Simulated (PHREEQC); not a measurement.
A column of 0.5 m (40 cells, dispersivity 0.04 m, 3600 s a shift, diffusion coefficient 3e-10 m²/s) holds 0.045 eq of the database's cation exchanger X per kg of pore water, first in equilibrium with 0.5 mmol/kgw LiCl, 0.13 mmol/kgw PbCl2, 2.3 mmol/kgw KCl and 0.01 mmol/kgw HCl. It is flushed with 22 mmol/kgw KCl, 1.3 mmol/kgw CdCl2 and 0.01 mmol/kgw HCl, at 15 °C. Values are for the last cell. CO2 from the air is kept out. Nothing may precipitate in this run.

Model: ion-association model, phreeqc.dat, run in PHREEQC.

### Question
Predict Cd in solution (mol/kgw), Li in solution (mol/kgw), Pb in solution (mol/kgw) at pore volumes = 0, 1.012, 1.413, 5.013, 5.812.

### Answer
| pore volumes | Cd in solution (mol/kgw) | Li in solution (mol/kgw) | Pb in solution (mol/kgw) |
|---|---|---|---|
| 0 | 0 | 0.000500 | 0.000130 |
| 1.012 | 4.04e-6 | 0.000622 | 0.00278 |
| 1.413 | 0.000134 | 0.000260 | 0.00439 |
| 5.013 | 0.000971 | 1.38e-8 | 0.00125 |
| 5.812 | 0.00103 | 1.55e-9 | 0.000968 |
